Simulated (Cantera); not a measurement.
Feed: 1 mol SiHCl3, 4.5 mol H2, held at 1.00 Torr.

Cantera equilibrium calculation (NASA polynomials, part measured and part estimated; ideal gas, pure solids and liquids). Candidate condensed phases: Si; 19 gas species. Gases not in the tables: Si2H6 and higher silanes. Equilibrium is a limit: real reactors are often held back by kinetics, nucleation or transport.

### Question
Which condensed phases are stable at each of these points (T (K)): 1623, 1723, 1823, 1923, 2023, 2123, 2223, 2323, 2423, 2523?

### Answer
| T (K) | condensed phases | Si condensed (%) |
|---|---|---|
| 1623 | Si(s) | 5.0 |
| 1723 | Si(l) | 4.6 |
| 1823 | Si(l) | 5.5 |
| 1923 | Si(l) | 0.9 |
| 2023 | gas only | 0.0 |
| 2123 | gas only | 0.0 |
| 2223 | gas only | 0.0 |
| 2323 | gas only | 0.0 |
| 2423 | gas only | 0.0 |
| 2523 | gas only | 0.0 |

At 1623 K the condensed part is Si(s). From 1723 K to 1923 K the condensed part is Si(l). From 2023 K to 2523 K nothing is condensed.
